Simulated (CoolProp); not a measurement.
Vapour-liquid equilibrium of CHF3 (R23) (1) + isobutane (2) at -14.35 °C; x and y are mole fractions of (1).

The numbers come from the multi-fluid Helmholtz-energy mixture model, Penoncello 2003 and Bücker 2006; pair parameters Bell 2016 in CoolProp.

Problem. Give the bubble pressure and the first vapour's composition at x = 0.05, 0.25, 0.65. Is there an azeotrope?

Solution. x = 0.05: 0.3459 MPa, y = 0.727; x = 0.25: 1.019 MPa, y = 0.903; x = 0.65: 1.358 MPa, y = 0.931. No azeotrope shows between x = 0.05 and 0.95.

The pair parameters rest on a limited set of measurements; away from them the model extrapolates. With so large a gap from Raoult's law the liquid may split in two, which this calculation doesn't test in full.
